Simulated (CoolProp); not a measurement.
Vapour-liquid equilibrium of propane (1) + n-pentane (2) at 44.4 kPa; x and y are mole fractions of (1).

The numbers come from the multi-fluid Helmholtz-energy mixture model, Lemmon 2009 and Thol 2019; pair parameters Kunz 2012 in CoolProp.

Q: Give the bubble temperature and the first vapour's composition at x = 0.05, 0.35, 0.875. Is there an azeotrope?

A: x = 0.05: 268.8 K, y = 0.566; x = 0.35: 232.1 K, y = 0.959; x = 0.875: 216.3 K, y = 0.997. No azeotrope shows between x = 0.05 and 0.95.

Pair parameters are fitted to limited data, so mixtures are less certain than the pure fluids.
